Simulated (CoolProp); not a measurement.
Vapour-liquid equilibrium of cis-2-butene (1) + ethanol (2) at 131.55 °C; x and y are mole fractions of (1).

The numbers come from the multi-fluid Helmholtz-energy mixture model, Lemmon 2005 and Schroeder 2014; pair parameters Bell 2016 in CoolProp.

Q: Give the bubble pressure and the first vapour's composition at x = 0.05, 0.275, 0.8. Is there an azeotrope?

A: x = 0.05: 8.656 bar, y = 0.310; x = 0.275: 17.51 bar, y = 0.683; x = 0.8: 24.23 bar, y = 0.857. No azeotrope shows between x = 0.05 and 0.95.

The pair parameters rest on a limited set of measurements; away from them the model extrapolates. With so large a gap from Raoult's law the liquid may split in two, which this calculation doesn't test in full.
